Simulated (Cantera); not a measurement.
Feed: 1 mol Ti, 0.052 mol H2O, 3.2 mol H2, at 777 °C and 0.255 Torr.

Method: chemical equilibrium by Gibbs-energy minimisation in Cantera with the NASA 1993 tables (ideal gas, pure condensed phases). Candidate condensed phases: H2O, Ti, TiO, TiO2, Ti2O3, Ti3O5, Ti4O7; 12 gas species. Mutual solubility and eutectic melting of coexisting phases are not modelled. TiO: taken at fixed stoichiometry. Condensed phases not in the tables: N, O or C dissolved in the metal. The numbers say what is thermodynamically allowed, not how fast it happens.

Base state: H2 1.00 (mole fractions); condensed: Ti(α) + TiO(s).

Question: What changes in the equilibrium state with this change: temperature from 777 °C to 1402 °C?

Answer: 
```
species       before     after
-----------  -------  --------
H2              1.00     0.994
H            4.40e-7   0.00628
Ti             <1e-9  0.000148
Ti(α), mol     0.948         0
TiO(s), mol   0.0520    0.0520
Ti(β), mol         0     0.948
```
